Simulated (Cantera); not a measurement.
**Stirred combustor or abatement burner**

A perfectly stirred reactor is fed with C3H8 : O2 : N2 = 1 : 7.04 : 26.5 (molar parts), equivalence ratio 0.71, at 7.10 bar; it is adiabatic with a 598 K inlet, and is followed from long to short residence time, starting on the burning branch (τ in s: 0.43, 0.12, 0.032, 0.0089, 0.0024, 0.00067, 0.00018, 5.1e-05, 1.4e-05, 3.8e-06).

Detailed kinetics in Cantera: GRI-Mech 3.0 (53 species, 325 reactions). GRI-Mech 3.0 was tuned for natural gas; its chemistry of propane as a main component is partial and can be far from experiment.

| τ (s) | T (K) | x C3H8 | x O2 | x H2O | x N2O | x C2H2 |
|---|---|---|---|---|---|---|
| 0.43 | 2121 | 1.58e-8 | 0.0557 | 0.111 | 7.77e-7 | 9.08e-8 |
| 0.12 | 2124 | 5.52e-8 | 0.0564 | 0.111 | 8.01e-7 | 3.07e-7 |
| 0.032 | 2124 | 2.00e-7 | 0.0569 | 0.111 | 8.58e-7 | 1.03e-6 |
| 0.0089 | 2121 | 6.65e-7 | 0.0572 | 0.111 | 1.03e-6 | 2.83e-6 |
| 0.0024 | 2110 | 2.08e-6 | 0.0576 | 0.111 | 1.44e-6 | 6.11e-6 |
| 0.00067 | 2087 | 5.77e-6 | 0.0584 | 0.110 | 1.89e-6 | 1.05e-5 |
| 0.00018 | 2039 | 1.59e-5 | 0.0605 | 0.108 | 1.93e-6 | 1.70e-5 |
| 5.1e-5 | 1951 | 4.68e-5 | 0.0655 | 0.105 | 1.56e-6 | 3.03e-5 |
| 1.4e-5 | 598 | 0.0290 | 0.204 | <1e-12 | <1e-12 | <1e-12 |
| 3.8e-6 | 598 | 0.0290 | 0.204 | <1e-12 | <1e-12 | <1e-12 |
x: mole fraction; the columns are a selection and need not sum to one.
